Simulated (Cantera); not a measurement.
A perfectly stirred reactor is fed with CH4 : H2 : O2 : N2 : H2O = 1 : 1.4 : 2.08 : 7.81 : 1.8 (molar parts), at 760 Torr; it is adiabatic with a 350 K inlet, and is followed from long to short residence time, starting on the burning branch (τ in s: 0.45, 0.18, 0.075, 0.03, 0.012, 0.005, 0.002, 0.00083, 0.00034, 0.00014, 5.6e-05, 2.3e-05).

Model: GRI-Mech 3.0 (53 species, 325 reactions), integrated in Cantera.

Q: What does this change do: pressure from 760 Torr to 1950 Torr?

A: 
| quantity | before | after |
|---|---|---|
| blow-out, bracketed by the residence times tried | burning at 0.340 ms, out at 0.140 ms | burning at 0.340 ms, out at 0.140 ms |
| x(CH4) at τ = 0.450 s | 5.39e-5 | 0.000144 |
| x(H2) at τ = 0.450 s | 0.0568 | 0.0565 |
| x(O2) at τ = 0.450 s | 4.80e-5 | 4.17e-5 |
| x(NO2) at τ = 0.450 s | 3.06e-10 | 1.36e-10 |
| x(C2H2) at τ = 0.450 s | 9.19e-7 | 3.92e-6 |
| x(CH4) at τ = 2.00 ms | 0.000186 | 0.00161 |
| x(H2) at τ = 2.00 ms | 0.0568 | 0.0524 |
| x(O2) at τ = 2.00 ms | 0.00156 | 0.00268 |
| x(NO2) at τ = 2.00 ms | 1.81e-9 | 1.91e-9 |
| x(C2H2) at τ = 2.00 ms | 5.27e-6 | 0.000380 |
